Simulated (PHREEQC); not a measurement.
Dissolve 0.067 mol HBr and 0.0023 mol AlCl3 per kg of water at 25 °C. Closed to the air; pH follows from the charge balance.

Computed with PHREEQC (ion-association model, wateq4f.dat).

Each row changes one thing in this solution. No solid was allowed to form.

```tsv
case	pH	AlOH+2 (mol/kgw)	Al(OH)2+ (mol/kgw)	SI of Gibbsite (Al(OH)3)	SI of Boehmite (AlOOH)
as made	1.25	1.94e-7	1.39e-11	-7.70	-8.18
temperature from 25 to 40 °C	1.25	4.92e-7	1.16e-10	-6.91	-7.20
diluted 5-fold with water	1.92	2.33e-7	1.05e-10	-6.11	-6.59
AlCl3 replaced by Al(NO3)3 at the same molality	1.25	1.94e-7	1.39e-11	-7.70	-8.18
HBr from 0.067 to 0.0737 mol/kgw	1.21	1.75e-7	1.12e-11	-7.84	-8.31
temperature from 25 to 75 °C	1.26	3.51e-6	6.29e-9	-5.35	-5.25
diluted 10-fold with water	2.21	2.51e-7	2.43e-10	-5.44	-5.92
```

Away from 25 °C the constants follow the database's enthalpies or fits; those with neither stay at their 25 °C values.
